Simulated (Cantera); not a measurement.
A freely propagating, adiabatic, planar premixed flame of CH4 : CO : O2 : N2 = 1 : 0.54 : 1.89 : 7.11 (molar parts), equivalence ratio 1.2, unburnt at 325 K and 2.57 atm; unity-Lewis-number transport, grid criteria slope 0.08 and curve 0.16, no radiation.

Cantera simulation using GRI-Mech 3.0 (53 species, 325 reactions); the numbers are that mechanism's predictions, not measurements. Unity Lewis numbers drop preferential diffusion, which matters most where H2 and H carry the flame. Burning velocities carry a grid error of a few per cent, more on coarse grids.

### Question
Predict: laminar burning velocity; thermal thickness; peak x(CH3); peak x(CH2O); peak x(C2H).

### Answer
```json
{
 "laminar_burning_velocity": "22.7 cm/s",
 "thermal_thickness": "0.255 mm",
 "peak x(CH3)": "0.00168",
 "peak x(CH2O)": "0.000691",
 "peak x(C2H)": "3.91e-7"
}
```
